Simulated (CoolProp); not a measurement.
Decamethyltetrasiloxane (MD2M) along the isotherm 52.55 °C: Z from the reference equation and from simpler models built on Tc = 326.2 °C, pc = 11.44 bar, ω = 0.635; each cubic takes its own stable root.

Model: reference Helmholtz-energy equation of state, Thol 2017, in CoolProp.

| p (bar) | phase | reference | Redlich-Kwong | Soave-Redlich-Kwong | Peng-Robinson |
|---|---|---|---|---|---|
| 0.0181 | liquid | 0.0002529 | 0.9971 | 0.0002885 | 0.0002569 |
| 0.0282 | liquid | 0.0003940 | ? | 0.0004496 | 0.0004002 |
| 0.0439 | liquid | 0.0006133 | 0.9930 | ? | ? |
| 0.0683 | liquid | 0.0009542 | 0.9891 | 0.001089 | 0.0009693 |
| 0.106 | liquid | 0.001481 | 0.001802 | 0.001690 | 0.001504 |
| 0.166 | liquid | 0.002319 | 0.002822 | 0.002646 | 0.002356 |
| 0.258 | liquid | 0.003604 | 0.004385 | 0.004113 | 0.003661 |
| 0.401 | liquid | 0.005602 | 0.006815 | 0.006392 | 0.005691 |
| 0.625 | liquid | 0.008731 | 0.01062 | 0.009962 | 0.008869 |
| 0.973 | liquid | 0.01359 | 0.01653 | 0.01551 | 0.01381 |
| 1.52 | liquid | 0.02123 | 0.02581 | 0.02422 | 0.02156 |
| 2.36 | liquid | 0.03296 | 0.04005 | 0.03760 | 0.03347 |
| 3.67 | liquid | 0.05124 | ? | 0.05844 | ? |
| 5.72 | liquid | 0.07982 | 0.09683 | 0.09103 | 0.08107 |

### Question
Fill in the missing entries.

### Answer

- 0.0282, Redlich-Kwong: 0.9955
- 0.0439, Soave-Redlich-Kwong: 0.0006998
- 0.0439, Peng-Robinson: 0.0006231
- 3.67, Redlich-Kwong: 0.06222
- 3.67, Peng-Robinson: 0.05204

At some of these states Redlich-Kwong gives the other phase, because its saturation line lies elsewhere.
